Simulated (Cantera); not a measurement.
Input: 1 mol Cr2O3, 24 mol H2, held at 1875 °C and 900 Torr.

Cantera equilibrium calculation (NASA polynomials, part measured and part estimated; ideal gas, pure solids and liquids). Candidate condensed phases: Cr, Cr2O3, H2O; 13 gas species. Mutual solubility and eutectic melting of coexisting phases are not modelled. Rates play no part.

Base state: H2 0.967, H2O 0.0243, Cr 0.00440, H 0.00374, CrO 8.73e-5, OH 1.21e-5 (mole fractions); condensed: Cr(l) + Cr2O3(s).

Task: What changes in the equilibrium state with this change: temperature from 1875 °C to 1650 °C?

Result: 
```csv
species,before,after
H2,0.967,0.988
H2O,0.0243,0.0109
H,0.00374,0.000855
Cr,0.00440,0.000387
CrO,8.73e-5,2.63e-6
OH,1.21e-5,8.11e-7
"Cr(l), mol",0.285,0
"Cr2O3(s), mol",0.803,0.913
"Cr(s), mol",0,0.165
```
